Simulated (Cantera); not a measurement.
Feed: 1 mol Si3N4, 0.54 mol N2, held at 3000 K and 320 Pa.

Cantera equilibrium calculation (NASA polynomials, part measured and part estimated; ideal gas, pure solids and liquids). Candidate condensed phases: Si, Si3N4; 7 gas species. The tables' values for SiN are old estimates; treat these amounts as uncertain. Kinetics and transport are ignored.

Base state: Si 0.540, N2 0.458, SiN 0.00112, Si2 0.000428, N 0.000167, Si2N 1.20e-5 (mole fractions); condensed: gas only.

Problem. What changes in the equilibrium state with this change: temperature from 3000 K to 2225 K?

Solution. 
```csv
species,before,after
N2,0.458,0.848
Si,0.540,0.146
Si2,0.000428,0.00246
N,0.000167,2.73e-7
Si3,1.02e-6,0.000475
Si2N,1.20e-5,0.00133
SiN,0.00112,0.00123
"Si(l), mol",0,2.53
```
